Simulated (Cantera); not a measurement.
**Stirred combustor or abatement burner**

A perfectly stirred reactor is fed with 8.58 % CH3OH, 19.2 % O2, 72.2 % N2, equivalence ratio 0.67, at 0.360 bar; it is adiabatic with a 600 K inlet, and is followed from long to short residence time, starting on the burning branch (τ in s: 0.055, 0.026, 0.012, 0.0057, 0.0027, 0.0012, 0.00058, 0.00027, 0.00013, 6e-05, 2.8e-05, 1.3e-05).

Cantera simulation using GRI-Mech 3.0 (53 species, 325 reactions); the numbers are that mechanism's predictions, not measurements. GRI-Mech 3.0 was tuned for natural gas; its chemistry of methanol as a main component is partial and can be far from experiment.

| τ (s) | T (K) | x CH3OH | x O2 | x CH3 | x CH4 | x C2H6 | x NO | x C2H2 |
|---|---|---|---|---|---|---|---|---|
| 0.055 | 2004 | 3.45e-6 | 0.0611 | 1.06e-7 | 1.71e-8 | <1e-12 | 0.000155 | <1e-12 |
| 0.026 | 1980 | 5.68e-6 | 0.0617 | 1.94e-7 | 2.63e-8 | <1e-12 | 9.20e-5 | 1.28e-12 |
| 0.012 | 1947 | 9.55e-6 | 0.0625 | 4.10e-7 | 4.76e-8 | <1e-12 | 5.16e-5 | 4.05e-12 |
| 0.0057 | 1908 | 1.62e-5 | 0.0635 | 8.93e-7 | 9.51e-8 | <1e-12 | 2.93e-5 | 1.46e-11 |
| 0.0027 | 1864 | 2.88e-5 | 0.0648 | 1.99e-6 | 2.09e-7 | 4.22e-12 | 1.72e-5 | 5.82e-11 |
| 0.0012 | 1815 | 5.83e-5 | 0.0668 | 4.72e-6 | 5.37e-7 | 2.70e-11 | 9.87e-6 | 2.79e-10 |
| 0.00058 | 1769 | 0.000123 | 0.0697 | 1.03e-5 | 1.35e-6 | 1.60e-10 | 5.58e-6 | 1.23e-9 |
| 0.00027 | 1704 | 0.000360 | 0.0766 | 2.44e-5 | 4.34e-6 | 1.63e-9 | 2.09e-6 | 7.47e-9 |
| 0.00013 | 600 | 0.0858 | 0.192 | <1e-12 | <1e-12 | <1e-12 | <1e-12 | <1e-12 |
| 6.0e-5 | 600 | 0.0858 | 0.192 | <1e-12 | <1e-12 | <1e-12 | <1e-12 | <1e-12 |
| 2.8e-5 | 600 | 0.0858 | 0.192 | <1e-12 | <1e-12 | <1e-12 | <1e-12 | <1e-12 |
| 1.3e-5 | 600 | 0.0858 | 0.192 | <1e-12 | <1e-12 | <1e-12 | <1e-12 | <1e-12 |
x: mole fraction; the columns are a selection and need not sum to one.
